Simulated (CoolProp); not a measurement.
Vapour-liquid equilibrium of toluene (1) + m-xylene (2) at 167 kPa; x and y are mole fractions of (1).

Values from CoolProp's multi-fluid Helmholtz-energy mixture model, Lemmon 2006 and Zhou 2012; pair parameters Bell 2016.

```csv
x,bubble temperature (°C),y at the bubble point,dew temperature at overall composition x (°C),liquid density (mol/L)
0.05,156.6,0.095,157.6,6.989
0.2,150.5,0.339,154.1,7.180
0.35,145.1,0.528,150.2,7.372
0.5,140.4,0.673,145.9,7.565
0.65,136.5,0.789,141.2,7.761
0.8,133.1,0.885,136.1,7.962
0.95,130.1,0.972,130.8,8.172
```

No azeotrope shows between x = 0.05 and 0.95.

The pair parameters rest on a limited set of measurements; away from them the model extrapolates.
